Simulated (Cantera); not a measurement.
Feed: 1 mol Pb, 3.6 mol H₂, 16 mol N₂, at 10.0 mbar.

These are equilibrium values from Cantera (NASA tables, ideal gas, pure condensed phases), not measurements of a reactor. Candidate condensed phases: Pb; 11 gas species. Rates play no part.

Task: At 825 K, list the 3 most abundant gas species with their mole fractions, and the condensed phases.

Result: N₂ 0.816, H₂ 0.184, Pb 1.43e-5. Condensed: Pb(l).
